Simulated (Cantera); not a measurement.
A Cantera script and what it prints.

```python
import numpy as np
import cantera as ct

gas_names = [...]  # 116 gases of nasa_gas.yaml made of C, H, Mg, O
cond_names = """
    C(gr) C6H6(L) C7H8(L) C8H18(L),n-octa H2O(s) H2O(L) Mg(cr) Mg(L) MgCO3(s) MgO(s) MgO(L) MgO2H2(s)
""".split()


# ... load() reads the species with a 1 bar reference pressure and builds the phases ...
atoms = {
    'MgCO3': {'Mg': 1, 'C': 1, 'O': 3},
    'H2': {'H': 2},
    'O2': {'O': 2},
}
top_T = {'C(gr)': 4500}  # K; cautious upper limits of use, not melting points


# ... equilibrate(T, P, feed) seeds the gas with the atoms and calls Mixture.equilibrate('TP', solver="vcs", rtol=1e-11, max_steps=5000) ...
results = []
T = 900  # K
P = 86000  # Pa
for m in [0.95, 1.2, 1.5, 2, 2.5, 3.2, 4.1, 5.2, 6.7, 8.5, 11, 14, 18]:
    feed = {'MgCO3': 1, 'H2': 7.7, 'O2': m}  # mol
    mix = equilibrate(T, P, feed)
    results.append((T, P, feed, dict(zip(mix.species_names, mix.species_moles))))
    x = sorted(zip(gas.X, gas.species_names), reverse=True)
    print(f"T = {T:g} K  P = {P:g} Pa  n(O2) = {m:g} mol  gas = {mix.phase_moles(0):.4g} mol")
    print("   x: " + "  ".join(f"{s} {v:.3e}" for v, s in x if v > 1e-06))
    print("   condensed (mol): " + ("  ".join(f"{mix.phase(i).name} {mix.phase_moles(i):.4g}"
          for i in range(1, mix.n_phases) if mix.phase_moles(i) > 1e-12) or "none"))
```

It prints:

```
T = 900 K  P = 86000 Pa  n(O2) = 0.95 mol  gas = 8.425 mol
   x: H2 5.769e-01  H2O 3.044e-01  CO2 5.613e-02  CO 4.624e-02  CH4 1.634e-02
   condensed (mol): MgO(s) 1
T = 900 K  P = 86000 Pa  n(O2) = 1.2 mol  gas = 8.517 mol
   x: H2 5.364e-01  H2O 3.462e-01  CO2 6.374e-02  CO 4.294e-02  CH4 1.073e-02
   condensed (mol): MgO(s) 1
T = 900 K  P = 86000 Pa  n(O2) = 1.5 mol  gas = 8.596 mol
   x: H2 4.844e-01  H2O 3.992e-01  CO2 7.219e-02  CO 3.808e-02  CH4 6.074e-03
   condensed (mol): MgO(s) 1
T = 900 K  P = 86000 Pa  n(O2) = 2 mol  gas = 8.666 mol
   x: H2O 4.944e-01  H2 3.902e-01  CO2 8.446e-02  CO 2.898e-02  CH4 1.950e-03
   condensed (mol): MgO(s) 1
T = 900 K  P = 86000 Pa  n(O2) = 2.5 mol  gas = 8.692 mol
   x: H2O 5.961e-01  H2 2.889e-01  CO2 9.465e-02  CO 1.994e-02  CH4 4.519e-04
   condensed (mol): MgO(s) 1
T = 900 K  P = 86000 Pa  n(O2) = 3.2 mol  gas = 8.7 mol
   x: H2O 7.444e-01  H2 1.406e-01  CO2 1.062e-01  CO 8.723e-03  CH4 1.826e-05
   condensed (mol): MgO(s) 1
T = 900 K  P = 86000 Pa  n(O2) = 4.1 mol  gas = 8.95 mol
   x: H2O 8.603e-01  CO2 1.117e-01  O2 2.793e-02
   condensed (mol): MgO(s) 1
T = 900 K  P = 86000 Pa  n(O2) = 5.2 mol  gas = 10.05 mol
   x: H2O 7.662e-01  O2 1.343e-01  CO2 9.950e-02
   condensed (mol): MgO(s) 1
T = 900 K  P = 86000 Pa  n(O2) = 6.7 mol  gas = 11.55 mol
   x: H2O 6.667e-01  O2 2.468e-01  CO2 8.658e-02
   condensed (mol): MgO(s) 1
T = 900 K  P = 86000 Pa  n(O2) = 8.5 mol  gas = 13.35 mol
   x: H2O 5.768e-01  O2 3.483e-01  CO2 7.491e-02
   condensed (mol): MgO(s) 1
T = 900 K  P = 86000 Pa  n(O2) = 11 mol  gas = 15.85 mol
   x: H2O 4.858e-01  O2 4.511e-01  CO2 6.309e-02
   condensed (mol): MgO(s) 1
T = 900 K  P = 86000 Pa  n(O2) = 14 mol  gas = 18.85 mol
   x: O2 5.385e-01  H2O 4.085e-01  CO2 5.305e-02
   condensed (mol): MgO(s) 1
T = 900 K  P = 86000 Pa  n(O2) = 18 mol  gas = 22.85 mol
   x: O2 6.193e-01  H2O 3.370e-01  CO2 4.376e-02
   condensed (mol): MgO(s) 1
```

Cantera equilibrium calculation (NASA polynomials, part measured and part estimated; ideal gas, pure solids and liquids).
